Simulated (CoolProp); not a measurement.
Vapour-liquid equilibrium of C3F8 (R218) (1) + c-C4F8 (RC318) (2) at 670 kPa; x and y are mole fractions of (1).

Values from CoolProp's multi-fluid Helmholtz-energy mixture model, Lemmon 2006 and Platzer 1990; pair parameters Bell 2016. This equation is an older, rougher fit; its heat capacities, sound speeds and derivatives of the liquid may be far off and weren't checked against measurements.

### Question
Give the bubble temperature and the first vapour's composition at x = 0.35, 0.5, 0.8. Is there an azeotrope?

### Answer
x = 0.35: 41.7 °C, y = 0.502; x = 0.5: 35.4 °C, y = 0.687; x = 0.8: 22.7 °C, y = 0.922. No azeotrope shows between x = 0.05 and 0.95.

Pair parameters are fitted to limited data, so mixtures are less certain than the pure fluids.
